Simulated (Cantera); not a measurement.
# B2O3 + HCl + O2 (oxide etching and cleaning by halides)

Input: 1 mol B2O3, 4.5 mol HCl, 1.8 mol O2, at 850 K and 5.40 Pa.

These are equilibrium values from Cantera (NASA tables, ideal gas, pure condensed phases), not measurements of a reactor. Candidate condensed phases: B, B2O3, B3O3H3, H2O; 33 gas species. Kinetics and transport are ignored.

| Item | Value |
|---|---|
| x(HCl) | 0.643 |
| x(O2) | 0.270 |
| x(H2O) | 0.0434 |
| x(Cl2) | 0.0430 |
| x(Cl) | 0.000788 |
| x(HBO2) | 1.78e-5 |
| x((HBO2)3) | 4.39e-6 |
| n(B2O3(l)) | 1.000 mol |
| gas amount | 6.169 mol |
| log10 activity of B(s) (absent) | -28.69 |
| log10 activity of B3O3H3(s) (absent) | -57.75 |
